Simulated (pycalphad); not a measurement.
An equivalent pycalphad script:

```python
from pycalphad import Database, equilibrium, calculate, variables as v
import numpy as np
db = Database('COST507.tdb')
comps = ['SN', 'SI', 'VA']
phases = ['BCT_A5', 'DIAMOND_A4', 'LIQUID']
eq = equilibrium(db, comps, phases, {v.X('SI'): 0.2868, v.T: np.arange(1400, 499, -20), v.P: 101325, v.N: 1}, output=['HM', 'SM'])
```

All values are pycalphad results on the COST 507 light-alloy database (1999) (1 atm), not direct measurements. The database dates from 1999; later assessments differ in places, in temperatures and in the compounds included. Phase fractions are per mole of atoms.

Results at three of the temperatures:

```
T = 1160.00 K, P = 101325 Pa, N = 1 mol of atoms
G = -74507 J/mol, H = 29461 J/mol, S = 89.63 J/(mol K)  (SER reference)
chemical potentials (J/mol): Sn -89077, Si -38277
phase             fraction      x(Sn)      x(Si)
LIQUID              0.7230     0.9864     0.0136
DIAMOND_A4          0.2770   4.04e-07     1.0000
```

```
T = 860.00 K, P = 101325 Pa, N = 1 mol of atoms
G = -48943 J/mol, H = 20391 J/mol, S = 80.62 J/(mol K)  (SER reference)
chemical potentials (J/mol): Sn -58963, Si -24025
phase             fraction      x(Sn)      x(Si)
LIQUID              0.7137     0.9992   0.000752
DIAMOND_A4          0.2863   4.36e-07     1.0000
```

```
T = 680.00 K, P = 101325 Pa, N = 1 mol of atoms
G = -34997 J/mol, H = 15396 J/mol, S = 74.11 J/(mol K)  (SER reference)
chemical potentials (J/mol): Sn -42343, Si -16727
phase             fraction      x(Sn)      x(Si)
LIQUID              0.7132     1.0000   4.26e-05
DIAMOND_A4          0.2868   3.64e-07     1.0000
```

Changes of the phase set, refined by bisection:

| T (K) | phases above | phases below |
|---|---|---|
| 505.0 | DIAMOND_A4 + LIQUID | BCT_A5 + DIAMOND_A4 |

DIAMOND_A4 is diamond (Si); BCT_A5 is bct (Sn).
